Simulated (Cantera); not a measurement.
Feed: 1 mol CH2F2, held at 1975 °C and 0.0133 bar.

These are equilibrium values from Cantera (NASA tables, ideal gas, pure condensed phases), not measurements of a reactor. Candidate condensed phases: C, C6H6, C7H8, C8H18; 95 gas species. Equilibrium is a limit: real reactors are often held back by kinetics, nucleation or transport.

Base state: HF 0.995, F 0.00260, H 0.00157, H2 0.000604, CF2 7.22e-5, CF 3.56e-5 (mole fractions); condensed: C(graphite).

Problem. What changes in the equilibrium state with this change: temperature from 1975 °C to 2427 °C?

Solution. 
```
species            before     after
----------------  -------  --------
HF                  0.995     0.939
F                 0.00260    0.0295
H                 0.00157    0.0261
C2                4.14e-8   6.32e-5
C3                4.70e-7  0.000660
C                 2.65e-7  0.000159
C(graphite), mol    1.000     0.990
```
